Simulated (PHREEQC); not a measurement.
1 kg of water holding 0.021 mol Na2SO4, 0.16 mol Na2CO3 and 0.015 mol NaCl is evaporated at 25 °C; the solids stay in contact with the brine. CO2 from the air is kept out. The run lets Burkeite, Halite, Mirabilite, Nahcolite, Natron, Thenardite, Trona precipitate or redissolve, and no other solid.

All values are PHREEQC results (Pitzer model, pitzer.dat), not measurements.

```json
[
 {"water left (kg)": "1", "ionic strength": "0.554", "water activity": "0.992", "Natron (mol)": "0", "Burkeite (mol)": "0", "Cl in solution (mol/kgw)": "0.0150", "S in solution (mol/kgw)": "0.0210", "Na in solution (mol/kgw)": "0.377", "pH": "11.39"},
 {"water left (kg)": "0.8219", "ionic strength": "0.675", "water activity": "0.990", "Natron (mol)": "0", "Burkeite (mol)": "0", "Cl in solution (mol/kgw)": "0.0182", "S in solution (mol/kgw)": "0.0256", "Na in solution (mol/kgw)": "0.459", "pH": "11.42"},
 {"water left (kg)": "0.6755", "ionic strength": "0.822", "water activity": "0.988", "Natron (mol)": "0", "Burkeite (mol)": "0", "Cl in solution (mol/kgw)": "0.0222", "S in solution (mol/kgw)": "0.0311", "Na in solution (mol/kgw)": "0.558", "pH": "11.44"},
 {"water left (kg)": "0.5552", "ionic strength": "1.00", "water activity": "0.986", "Natron (mol)": "0", "Burkeite (mol)": "0", "Cl in solution (mol/kgw)": "0.0270", "S in solution (mol/kgw)": "0.0378", "Na in solution (mol/kgw)": "0.679", "pH": "11.47"},
 {"water left (kg)": "0.4563", "ionic strength": "1.22", "water activity": "0.983", "Natron (mol)": "0", "Burkeite (mol)": "0", "Cl in solution (mol/kgw)": "0.0329", "S in solution (mol/kgw)": "0.0460", "Na in solution (mol/kgw)": "0.826", "pH": "11.50"},
 {"water left (kg)": "0.3751", "ionic strength": "1.48", "water activity": "0.980", "Natron (mol)": "0", "Burkeite (mol)": "0", "Cl in solution (mol/kgw)": "0.0400", "S in solution (mol/kgw)": "0.0560", "Na in solution (mol/kgw)": "1.01", "pH": "11.53"},
 {"water left (kg)": "0.3083", "ionic strength": "1.80", "water activity": "0.976", "Natron (mol)": "0", "Burkeite (mol)": "0", "Cl in solution (mol/kgw)": "0.0487", "S in solution (mol/kgw)": "0.0681", "Na in solution (mol/kgw)": "1.22", "pH": "11.56"},
 {"water left (kg)": "0.2534", "ionic strength": "2.20", "water activity": "0.972", "Natron (mol)": "0", "Burkeite (mol)": "0", "Cl in solution (mol/kgw)": "0.0592", "S in solution (mol/kgw)": "0.0829", "Na in solution (mol/kgw)": "1.49", "pH": "11.60"},
 {"water left (kg)": "0.2083", "ionic strength": "2.67", "water activity": "0.966", "Natron (mol)": "0", "Burkeite (mol)": "0", "Cl in solution (mol/kgw)": "0.0720", "S in solution (mol/kgw)": "0.101", "Na in solution (mol/kgw)": "1.81", "pH": "11.63"},
 {"water left (kg)": "0.1712", "ionic strength": "3.25", "water activity": "0.959", "Natron (mol)": "0", "Burkeite (mol)": "0", "Cl in solution (mol/kgw)": "0.0876", "S in solution (mol/kgw)": "0.123", "Na in solution (mol/kgw)": "2.20", "pH": "11.67"},
 {"water left (kg)": "0.1407", "ionic strength": "3.96", "water activity": "0.951", "Natron (mol)": "0", "Burkeite (mol)": "0", "Cl in solution (mol/kgw)": "0.107", "S in solution (mol/kgw)": "0.149", "Na in solution (mol/kgw)": "2.68", "pH": "11.72"},
 {"water left (kg)": "0.1157", "ionic strength": "4.82", "water activity": "0.940", "Natron (mol)": "0", "Burkeite (mol)": "0", "Cl in solution (mol/kgw)": "0.130", "S in solution (mol/kgw)": "0.182", "Na in solution (mol/kgw)": "3.26", "pH": "11.76"},
 {"water left (kg)": "0.09507", "ionic strength": "5.86", "water activity": "0.927", "Natron (mol)": "0", "Burkeite (mol)": "0", "Cl in solution (mol/kgw)": "0.158", "S in solution (mol/kgw)": "0.221", "Na in solution (mol/kgw)": "3.97", "pH": "11.82"},
 {"water left (kg)": "0.07814", "ionic strength": "7.13", "water activity": "0.909", "Natron (mol)": "0", "Burkeite (mol)": "0", "Cl in solution (mol/kgw)": "0.192", "S in solution (mol/kgw)": "0.269", "Na in solution (mol/kgw)": "4.82", "pH": "11.88"},
 {"water left (kg)": "0.06423", "ionic strength": "8.68", "water activity": "0.886", "Natron (mol)": "0", "Burkeite (mol)": "0", "Cl in solution (mol/kgw)": "0.234", "S in solution (mol/kgw)": "0.327", "Na in solution (mol/kgw)": "5.87", "pH": "11.94"},
 {"water left (kg)": "0.04521", "ionic strength": "9.53", "water activity": "0.870", "Natron (mol)": "0.0422", "Burkeite (mol)": "0", "Cl in solution (mol/kgw)": "0.332", "S in solution (mol/kgw)": "0.464", "Na in solution (mol/kgw)": "6.47", "pH": "11.95"},
 {"water left (kg)": "0.02716", "ionic strength": "10.6", "water activity": "0.846", "Natron (mol)": "0.0902", "Burkeite (mol)": "0", "Cl in solution (mol/kgw)": "0.552", "S in solution (mol/kgw)": "0.773", "Na in solution (mol/kgw)": "7.24", "pH": "11.93"},
 {"water left (kg)": "0.01403", "ionic strength": "12.2", "water activity": "0.799", "Natron (mol)": "0.120", "Burkeite (mol)": "0.00282", "Cl in solution (mol/kgw)": "1.07", "S in solution (mol/kgw)": "1.10", "Na in solution (mol/kgw)": "8.52", "pH": "11.92"},
 {"water left (kg)": "0.004895", "ionic strength": "12.5", "water activity": "0.713", "Natron (mol)": "0.136", "Burkeite (mol)": "0.00994", "Cl in solution (mol/kgw)": "3.06", "S in solution (mol/kgw)": "0.229", "Na in solution (mol/kgw)": "9.34", "pH": "11.88"}
]
```

Natron from water left = 0.04521 kg (pH 11.95); Burkeite from water left = 0.01403 kg (pH 11.92).

Complexes and solids missing from the database can't appear.
